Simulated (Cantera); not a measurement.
**Adiabatic ignition**

An adiabatic, constant-pressure homogeneous reactor starts with CH₄ : O₂ : N₂ : CO₂ = 1 : 2 : 7.52 : 0.35 (molar parts), at 1075 K and 18.8 atm.

Computed with Cantera and GRI-Mech 3.0 (53 species, 325 reactions). The pressure lies above the range GRI-Mech 3.0 was tuned for (to about 10 atm).

```tsv
t (s)	T (K)	x CH₄	x O₂	x CO₂	x HCN	x HCO	x C₂H₄
3.00e-6	1075	0.0920	0.184	0.0322	<1e-12	<1e-12	<1e-12
6.59e-6	1075	0.0920	0.184	0.0322	<1e-12	<1e-12	<1e-12
1.45e-5	1075	0.0920	0.184	0.0322	<1e-12	<1e-12	<1e-12
3.18e-5	1075	0.0920	0.184	0.0322	<1e-12	<1e-12	<1e-12
6.98e-5	1075	0.0920	0.184	0.0322	<1e-12	<1e-12	3.18e-12
0.000153	1075	0.0920	0.184	0.0322	<1e-12	<1e-12	4.39e-11
0.000337	1075	0.0920	0.184	0.0322	<1e-12	<1e-12	6.97e-10
0.000739	1075	0.0920	0.184	0.0322	<1e-12	<1e-12	7.77e-9
0.00162	1075	0.0920	0.184	0.0322	<1e-12	2.06e-12	4.33e-8
0.00357	1076	0.0919	0.184	0.0322	<1e-12	8.58e-12	2.29e-7
0.00783	1078	0.0915	0.184	0.0322	<1e-12	8.04e-11	2.70e-6
0.0172	2650	<1e-12	0.00827	0.102	1.42e-9	3.45e-8	<1e-12
0.0378	2650	<1e-12	0.00827	0.102	1.42e-9	3.45e-8	<1e-12
0.0829	2650	<1e-12	0.00827	0.102	1.42e-9	3.45e-8	<1e-12
0.182	2650	<1e-12	0.00827	0.102	1.42e-9	3.45e-8	<1e-12
0.400	2650	<1e-12	0.00827	0.102	1.42e-9	3.45e-8	<1e-12
```
x: mole fraction; the columns are a selection and need not sum to one.

```yaml
time_of_steepest_temperature_rise: 12.7 ms
temperature at 0.400 s: 2650 K
equilibrium_temperature: 2650 K
x(CH₄) at 0.400 s: <1e-12 (gas-phase equilibrium <1e-12)
x(O₂) at 0.400 s: 0.00827 (gas-phase equilibrium 0.00827)
x(CO₂) at 0.400 s: 0.102 (gas-phase equilibrium 0.102)
```
